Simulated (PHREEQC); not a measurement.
Solution (20 °C): 0.0036 mol/kgw H3PO4, 0.12 mol/kgw NH3 and 0.00025 mol/kgw KCl. Closed to the air; pH follows from the charge balance.

Equilibrium calculation in PHREEQC: ion-association model, phreeqc.dat.

Question: The ionic strength comes out as 0.0117 mol/kgw. What activity coefficients do KHPO4-, PO4-3, NH4+, H2PO4-, Cl- get?

Answer: KHPO4- 0.90, PO4-3 0.37, NH4+ 0.89, H2PO4- 0.90, Cl- 0.90.

No solid was allowed to form.
